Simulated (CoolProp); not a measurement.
Vapour-liquid equilibrium of isobutene (1) + n-butane (2) at 4.23 bar; x and y are mole fractions of (1).

The numbers come from the multi-fluid Helmholtz-energy mixture model, Lemmon 2005 and Bücker 2006; pair parameters Bell 2016 in CoolProp.

```
x     bubble temperature, mixture model (K)  bubble temperature, Raoult's law (K)  y, mixture model  y, Raoult's law
----  -------------------------------------  ------------------------------------  ----------------  ---------------
0.05                                  316.6                                 316.8             0.062            0.061
0.15                                  315.6                                 315.9             0.180            0.179
0.25                                      ?                                 315.1             0.290            0.292
0.35                                  313.9                                 314.3                 ?            0.400
0.45                                  313.1                                 313.5                 ?            0.503
0.55                                  312.3                                 312.7             0.594            0.602
0.65                                      ?                                 311.9             0.688            0.697
0.75                                  311.0                                 311.2             0.780            0.788
0.85                                  310.3                                 310.5             0.870            0.876
0.95                                  309.7                                 309.7             0.957            0.959
```

Complete the blanks.


- 0.25, bubble temperature, mixture model (K): 314.7
- 0.35, y, mixture model: 0.396
- 0.45, y, mixture model: 0.497
- 0.65, bubble temperature, mixture model (K): 311.6

The largest gap from Raoult's law is -0.4 K in bubble temperature, at x = 0.45. No azeotrope shows between x = 0.05 and 0.95.

Pair parameters are fitted to limited data, so mixtures are less certain than the pure fluids.
